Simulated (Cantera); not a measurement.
C₂F₆ + H₂ (fluorocarbon and chlorocarbon gases)

Input: 1 mol C₂F₆, 0.048 mol H₂, held at 75.0 Torr.

Equilibrium computed with Cantera from the NASA thermochemical tables; the gas is ideal and each condensed phase is pure. Candidate condensed phases: C, C₆H₆, C₇H₈, C₈H₁₈; 95 gas species. The feed counts by its element totals alone. The tables' values for C₂F₄ are old estimates; treat these amounts as uncertain. Gases not in the tables: C₂F₆ and larger saturated fluorocarbons. Rates play no part.

| T (K) | x CF₄ | x CF₂ | x HF | x F | x CF₃ | x CF | x C₂F₄ | x CHF₃ | n C(graphite) |
|---|---|---|---|---|---|---|---|---|---|
| 1750 | 0.935 | 0.00317 | 0.0609 | 0.000410 | 0.000708 | 4.60e-7 | 5.18e-7 | 1.35e-6 | 0.521 |
| 1800 | 0.932 | 0.00537 | 0.0609 | 0.000751 | 0.00109 | 1.16e-6 | 8.76e-7 | 1.47e-6 | 0.520 |
| 1850 | 0.927 | 0.00884 | 0.0607 | 0.00133 | 0.00163 | 2.76e-6 | 1.44e-6 | 1.58e-6 | 0.517 |
| 1900 | 0.921 | 0.0141 | 0.0605 | 0.00228 | 0.00238 | 6.29e-6 | 2.29e-6 | 1.69e-6 | 0.513 |
| 1950 | 0.911 | 0.0220 | 0.0602 | 0.00381 | 0.00340 | 1.37e-5 | 3.55e-6 | 1.80e-6 | 0.507 |
| 2000 | 0.896 | 0.0334 | 0.0597 | 0.00618 | 0.00475 | 2.87e-5 | 5.35e-6 | 1.90e-6 | 0.498 |
| 2050 | 0.875 | 0.0494 | 0.0590 | 0.00978 | 0.00650 | 5.77e-5 | 7.85e-6 | 1.98e-6 | 0.485 |
| 2100 | 0.847 | 0.0713 | 0.0581 | 0.0151 | 0.00867 | 0.000112 | 1.12e-5 | 2.04e-6 | 0.468 |
x: gas mole fraction; n: condensed amount in mol.

From 1750 K to 2100 K the condensed part is C(graphite). The main C-bearing gas is CF₄ throughout. The share of C in condensed phases is highest at 1750 K (26.1 %) and lowest at 2100 K (23.4 %).
